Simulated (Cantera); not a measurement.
A perfectly stirred reactor is fed with CH4 : H2 : O2 : N2 = 1 : 0.99 : 1.56 : 5.86 (molar parts), at 1.01 bar; it is adiabatic with a 498 K inlet, and is followed from long to short residence time, starting on the burning branch (τ in s: 0.074, 0.03, 0.012, 0.0049, 0.002, 0.0008, 0.00032, 0.00013, 5.3e-05, 2.1e-05, 8.6e-06).

Computed with Cantera and GRI-Mech 3.0 (53 species, 325 reactions).

Question: Predict: blow-out, bracketed by the residence times tried; x(CH4) at τ = 74.0 ms; x(H2) at τ = 74.0 ms; x(O2) at τ = 74.0 ms; x(OH) at τ = 74.0 ms; x(CH2) at τ = 74.0 ms; x(CH4) at τ = 0.800 ms; x(H2) at τ = 0.800 ms; x(O2) at τ = 0.800 ms; x(OH) at τ = 0.800 ms; x(CH2) at τ = 0.800 ms.

Answer: 
```json
{
  "blow_out_bracketed_by_the_residence_times_tried": "burning at 0.320 ms, out at 0.130 ms",
  "x(CH4) at τ = 74.0 ms": "0.000413",
  "x(H2) at τ = 74.0 ms": "0.112",
  "x(O2) at τ = 74.0 ms": "0.000108",
  "x(OH) at τ = 74.0 ms": "0.000252",
  "x(CH2) at τ = 74.0 ms": "1.25e-6",
  "x(CH4) at τ = 0.800 ms": "0.00250",
  "x(H2) at τ = 0.800 ms": "0.103",
  "x(O2) at τ = 0.800 ms": "0.00358",
  "x(OH) at τ = 0.800 ms": "0.000704",
  "x(CH2) at τ = 0.800 ms": "3.31e-5"
}
```
